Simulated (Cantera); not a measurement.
Ammonia decomposition in nitride growth gas

An isothermal, constant-pressure homogeneous reactor starts with 24.4 % NH3, 75.6 % N2, at 2075 K and 105 Torr.

Cantera simulation using the gas-phase N/H chemistry of the illustrative SiF4/NH3 mechanism in the Surface Chemkin manual (1991); the numbers are that mechanism's predictions, not measurements. Walls and surfaces, which speed up NH3 decomposition in real reactors, are not modelled.

```csv
t (s),x NH3,x N2H2,x N,x NH,x H2,x NH2
0.000600,0.243,1.21e-6,2.54e-8,6.23e-6,0.000710,0.000796
0.00182,0.240,2.46e-6,1.11e-7,1.09e-5,0.00393,0.00107
0.00553,0.231,2.35e-6,3.55e-7,1.36e-5,0.0146,0.000959
0.0168,0.207,2.00e-6,8.89e-7,1.67e-5,0.0443,0.000787
0.0510,0.149,1.32e-6,1.45e-6,1.74e-5,0.114,0.000575
0.155,0.0607,4.55e-7,1.71e-6,1.35e-5,0.220,0.000298
0.470,0.00537,3.08e-8,1.69e-6,5.82e-6,0.287,5.63e-5
1.43,1.52e-5,1.01e-11,2.55e-7,2.33e-7,0.292,5.96e-7
4.34,2.09e-6,<1e-12,3.64e-8,3.28e-8,0.292,8.29e-8
13.2,6.34e-7,<1e-12,1.10e-8,9.94e-9,0.292,2.51e-8
40.0,3.46e-7,<1e-12,6.02e-9,5.42e-9,0.292,1.37e-8
```
x: mole fraction; the columns are a selection and need not sum to one.

Equilibrium at this temperature and pressure: NH3 3.29e-7, N2H2 <1e-12, N 5.72e-9, NH 5.16e-9, H2 0.292, NH2 1.30e-8 (gas phase only).
